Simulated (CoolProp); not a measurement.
Vapour-liquid equilibrium of R22 (1) + R11 (2) at 0.0137 MPa; x and y are mole fractions of (1).

The numbers come from the multi-fluid Helmholtz-energy mixture model, Kamei 1995 and Jacobsen 1992; pair parameters Bell 2016 in CoolProp.

```
x     bubble temperature (°C)  y at the bubble point  dew temperature at overall composition x (°C)  liquid density (mol/L)
----  -----------------------  ---------------------  ---------------------------------------------  ----------------------
0.05                    -41.3                  0.671                                          -23.6                   12.00
0.15                    -56.0                  0.890                                              ?                   12.60
0.25                    -62.2                  0.937                                          -27.9                       ?
0.35                    -65.8                  0.957                                          -30.3                   13.59
0.45                    -68.1                      ?                                          -33.1                       ?
0.55                    -69.9                  0.975                                          -36.4                       ?
0.65                    -71.4                  0.981                                              ?                   15.16
0.75                    -72.7                  0.987                                          -45.3                   15.75
0.85                    -74.0                  0.992                                          -52.2                   16.38
0.95                    -75.4                  0.997                                          -64.4                   17.07
```

Some entries are withheld; supply them.


- 0.15, dew temperature at overall composition x (°C): -25.6
- 0.25, liquid density (mol/L): 13.10
- 0.45, y at the bubble point: 0.968
- 0.45, liquid density (mol/L): 14.09
- 0.55, liquid density (mol/L): 14.61
- 0.65, dew temperature at overall composition x (°C): -40.3

No azeotrope shows between x = 0.05 and 0.95.

The pair parameters rest on a limited set of measurements; away from them the model extrapolates.
